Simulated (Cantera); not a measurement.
Feed: 1 mol HMDSO, 0.26 mol O3, 0.13 mol H2, equilibrated at 452 °C and 1100 Pa.

Method: chemical equilibrium by Gibbs-energy minimisation in Cantera with the NASA 1993 tables (ideal gas, pure condensed phases). Candidate condensed phases: C, C6H6, C7H8, C8H18, H2O, Si, SiC, SiO2; 123 gas species. The feed counts by its element totals alone. Equilibrium is a limit: real reactors are often held back by kinetics, nucleation or transport.

Base state: H2 0.949, CH4 0.0509 (mole fractions); condensed: C(graphite) + SiC(s) + SiO2(α-quartz).

Q: What changes in the equilibrium state with this change: temperature from 452 °C to 1577 °C?

A: 
| species | before | after |
|---|---|---|
| H2 | 0.949 | 0.832 |
| CO | <1e-9 | 0.162 |
| H | <1e-9 | 0.00469 |
| CH4 | 0.0509 | 4.99e-6 |
| SiO | <1e-9 | 0.00103 |
| C2H2 (acetylene) | <1e-9 | 0.000218 |
| Si | <1e-9 | 1.76e-5 |
| C(graphite), mol | 4.45 | 2.24 |
| SiC(s), mol | 1.11 | 1.99 |
| SiO2(α-quartz), mol | 0.890 | 0 |
